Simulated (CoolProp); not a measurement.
Vapour-liquid equilibrium of o-xylene (1) + n-decane (2) at 443.4 K; x and y are mole fractions of (1).

Values from CoolProp's multi-fluid Helmholtz-energy mixture model, Zhou 2012 and Lemmon 2006; pair parameters Bell 2016.

```tsv
x	bubble pressure, mixture model (bar)	bubble pressure, Raoult's law (bar)	y, mixture model	y, Raoult's law
0.05	0.9645	0.9674	0.094	0.099
0.125	1.037	1.043	0.220	0.230
0.2	1.110	1.118	0.331	0.343
0.275	1.184	1.193	0.429	0.442
0.35	1.258	1.268	0.517	0.530
0.425	1.334	1.343	0.595	0.607
0.5	1.409	1.418	0.665	0.677
0.575	1.485	1.493	0.729	0.739
0.65	1.561	1.569	0.787	0.795
0.725	1.637	1.644	0.840	0.847
0.8	1.714	1.719	0.888	0.893
0.875	1.790	1.794	0.933	0.936
0.95	1.868	1.869	0.974	0.975
```

The largest gap from Raoult's law is -0.8 % in bubble pressure, at x = 0.275. No azeotrope shows between x = 0.05 and 0.95.

The pair parameters rest on a limited set of measurements; away from them the model extrapolates.
